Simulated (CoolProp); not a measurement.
Vapour-liquid equilibrium of R143a (1) + R125 (2) at 180.2 K; x and y are mole fractions of (1).

The numbers come from the multi-fluid Helmholtz-energy mixture model, Lemmon and Jacobsen 2000 and Lemmon 2005; pair parameters Lemmon 2004 in CoolProp.

| x | bubble pressure (MPa) | y at the bubble point | dew pressure at overall composition x (MPa) | liquid density (mol/L) |
|---|---|---|---|---|
| 0.05 | 0.005657 | 0.040 | 0.005642 | 13.95 |
| 0.125 | 0.005569 | 0.105 | 0.005547 | 14.06 |
| 0.2 | 0.005497 | 0.178 | 0.005479 | 14.17 |
| 0.275 | 0.005443 | 0.256 | 0.005433 | 14.28 |
| 0.35 | 0.005409 | 0.339 | 0.005406 | 14.39 |
| 0.425 | 0.005398 | 0.425 | 0.005398 | 14.49 |
| 0.5 | 0.005410 | 0.513 | 0.005407 | 14.60 |
| 0.575 | 0.005446 | 0.599 | 0.005433 | 14.71 |
| 0.65 | 0.005504 | 0.683 | 0.005478 | 14.81 |
| 0.725 | 0.005585 | 0.763 | 0.005543 | 14.91 |
| 0.8 | 0.005685 | 0.837 | 0.005632 | 15.02 |
| 0.875 | 0.005803 | 0.904 | 0.005749 | 15.12 |
| 0.95 | 0.005935 | 0.964 | 0.005901 | 15.22 |

y crosses x between x = 0.35 and 0.425: the model has an azeotrope there.

The pair parameters rest on a limited set of measurements; away from them the model extrapolates.
